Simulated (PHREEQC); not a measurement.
Synthetic water in mg/kgw, 30 °C, pH 7.22: Na 1640; K 368; Ca 90.1; Mg 314; Cl 3760; S(6) as SO4 289; Alkalinity as HCO3 0.697; Sr 66.4; Li 0.554.

Valence states are taken as typed.

Computed with PHREEQC (Pitzer model, pitzer.dat).

This is a speciation only: nothing precipitates in the calculation.

Q: Predict the specific conductance.

A: specific conductance 12900 µS/cm.

Q: In which forms is C present?

A: HCO3- 91 %, CO2 8.9 % of the C.
